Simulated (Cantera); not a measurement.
A closed system holds: 1 mol MgCO3, 0.77 mol CO2, 1.2 mol H2, equilibrated at 923 K.

Cantera equilibrium calculation (NASA polynomials, part measured and part estimated; ideal gas, pure solids and liquids). Candidate condensed phases: C, C6H6, C7H8, C8H18, H2O, Mg, MgCO3, MgO, Mg(OH)2; 116 gas species. The numbers say what is thermodynamically allowed, not how fast it happens.

x: gas mole fraction; n: condensed amount in mol.

| P (Pa) | x CO2 | x H2O | x H2 | x CO | x CH4 | x C2H6 | x HCOOH | n MgO(s) | n C(graphite) |
|---|---|---|---|---|---|---|---|---|---|
| 10 | 0.397 | 0.199 | 0.205 | 0.199 | 3.08e-11 | <1e-12 | 5.85e-12 | 1.00 | 0 |
| 52 | 0.397 | 0.199 | 0.205 | 0.199 | [?] | <1e-12 | [?] | 1.00 | 0 |
| 270 | 0.397 | 0.199 | 0.205 | 0.199 | 2.25e-8 | <1e-12 | 1.58e-10 | 1.00 | 0 |
| 1400 | 0.397 | 0.199 | 0.205 | 0.199 | [?] | <1e-12 | [?] | 1.00 | 0 |
| 7200 | 0.397 | 0.199 | 0.205 | 0.199 | 1.60e-5 | <1e-12 | 4.22e-9 | 1.00 | 0 |
| 37000 | 0.397 | 0.200 | 0.204 | 0.199 | 0.000416 | 7.19e-11 | 2.16e-8 | 1.00 | 0 |
| 190000 | 0.410 | 0.204 | 0.190 | 0.187 | 0.00822 | 3.02e-8 | 1.07e-7 | 1.00 | 0 |
| 1000000 | 0.472 | 0.240 | 0.127 | 0.122 | 0.0377 | 9.47e-7 | 4.33e-7 | 1.00 | 0.0579 |

Task: Some entries are withheld; supply them.

Result: 
- 52, x CH4: 8.33e-10
- 52, x HCOOH: 3.04e-11
- 1400, x CH4: 6.04e-7
- 1400, x HCOOH: 8.20e-10
